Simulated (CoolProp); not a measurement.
Vapour-liquid equilibrium of R113 (1) + acetone (2) at 0.664 MPa; x and y are mole fractions of (1).

The numbers come from the multi-fluid Helmholtz-energy mixture model, Marx 1992 and Lemmon 2006; pair parameters Bell 2016 in CoolProp.

```csv
x,"bubble temperature, mixture model (K)","bubble temperature, Raoult's law (K)","y, mixture model","y, Raoult's law"
0.05,395.1,397.0,0.087,0.056
0.125,392.4,396.6,0.195,0.138
0.2,390.4,396.2,0.283,0.219
0.275,388.8,395.8,0.357,0.298
0.35,387.7,395.4,0.420,0.376
0.425,386.9,395.0,0.478,0.453
0.5,386.4,394.6,0.531,0.529
0.575,386.2,394.2,0.583,0.603
0.65,386.2,393.8,0.636,0.676
0.725,386.6,393.4,0.693,0.748
0.8,387.3,393.0,0.757,0.818
0.875,388.4,392.6,0.831,0.887
0.95,390.3,392.2,0.924,0.955
```

The largest gap from Raoult's law is -8.2 K in bubble temperature, at x = 0.5. y crosses x between x = 0.575 and 0.65: the model has an azeotrope there.

The pair parameters rest on a limited set of measurements; away from them the model extrapolates.
